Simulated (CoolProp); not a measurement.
A simple Rankine cycle with dimethyl carbonate: condensing at 304.15 K, boiler at 0.867 MPa, turbine inlet 599 K, turbine efficiency 0.75, pump efficiency 0.7, no recuperator. Each further row changes one setting.

Values from CoolProp's reference Helmholtz-energy equation of state, Zhou 2011.

```csv
case,thermal efficiency (%),net work (kJ/kg),heat in (kJ/kg),turbine exit temperature (K),volume ratio over the turbine
as stated,18.7,162,863,502.0,77.8
condensing temperature 296.15 K,19.9,175,878,494.2,115
boiler pressure 0.607 MPa,17.5,151,866,510.1,54.5
turbine efficiency 0.65,16.2,140,863,514.9,79.8
```
